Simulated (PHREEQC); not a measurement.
Nickel, zinc or cadmium bath

Dissolve 110 mmol/kgw ZnSO4, 3.9 mmol/kgw NaOH and 62 mmol/kgw MnSO4 at 35 °C. Closed to the air; pH follows from the charge balance.

All values are PHREEQC results (ion-association model, wateq4f.dat), not measurements.

This is a speciation only: nothing precipitates in the calculation.

What pH does the model give?

pH 7.82.

In which forms is Zn present?

Zn+2 40 %, ZnSO4 40 %, Zn(SO4)2-2 17 %, ZnOH+ 2.3 %, Zn(OH)2 0.6 % of the Zn.

The solution is supersaturated, for example in Zincite(c) (slow to form), so a real one may precipitate; this is no full list. Species that the database lacks are ignored.
